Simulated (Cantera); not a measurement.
Charge: 1 mol SiHCl3, 2.5 mol NH3, held at 2073.15 K and 6.50 Pa.

Cantera equilibrium calculation (NASA polynomials, part measured and part estimated; ideal gas, pure solids and liquids). Candidate condensed phases: NH4Cl, Si, Si3N4; 28 gas species. The tables' values for SiCl, SiN are old estimates; treat these amounts as uncertain. Kinetics and transport are ignored.

Base state: H2 0.284, HCl 0.201, H 0.174, N2 0.139, Cl 0.0909, Si 0.0872, SiCl2 0.0178, SiCl 0.00561 (mole fractions); condensed: gas only.

Q: What changes in the equilibrium state with this change: pressure from 6.50 Pa to 18000 Pa?

A: 
```tsv
species	before	after
H2	0.284	0.518
N2	0.139	0.178
HCl	0.201	0.171
H	0.174	0.00446
SiCl2	0.0178	0.124
Si	0.0872	0.000555
Cl	0.0909	0.00109
SiHCl3	3.46e-9	5.65e-5
SiH2Cl2	<1e-9	1.52e-5
SiCl4	5.46e-9	4.15e-5
SiCl3	9.70e-6	0.00223
SiH2	2.56e-6	8.21e-5
Si(l), mol	0	0.101
```
The tables' values for SiCl3, SiCl, SiN are old estimates; treat these amounts as uncertain. Gases not in the tables: Si2H6 and higher silanes.
